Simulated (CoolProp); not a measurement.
Decamethyltetrasiloxane (MD2M) along the isotherm 167.85 °C: density (kg/m³) from the reference equation and from simpler models built on Tc = 326.2 °C, pc = 1144 kPa, ω = 0.635; each cubic takes its own stable root.

Values from CoolProp's reference Helmholtz-energy equation of state, Thol 2017.

| p (kPa) | phase | reference |
|---|---|---|
| 1.81 | gas | 0.1536 |
| 2.66 | gas | 0.2259 |
| 3.9 | gas | 0.3315 |
| 5.72 | gas | 0.4870 |
| 8.4 | gas | 0.7167 |
| 12.3 | gas | 1.053 |
| 18.1 | gas | 1.557 |
| 26.6 | gas | 2.305 |
| 39 | gas | 3.418 |
| 57.2 | liquid | 699.3 |
| 84 | liquid | 699.5 |
| 123 | liquid | 699.6 |
| 181 | liquid | 699.9 |
| 266 | liquid | 700.3 |
| 390 | liquid | 700.8 |
| 572 | liquid | 701.6 |

Problem. How far does each simpler model (van der Waals, Redlich-Kwong) lie from the reference over these 16 states: mean and median of the absolute difference, and the worst?

Solution. 
- van der Waals: mean 36.3 %, median 1.0 %, worst -99.3 % at 167.85 °C and 57.2 kPa
- Redlich-Kwong: mean 23.3 %, median 0.4 %, worst -99.3 % at 167.85 °C and 57.2 kPa

At some of these states van der Waals, Redlich-Kwong gives the other phase, because its saturation line lies elsewhere.
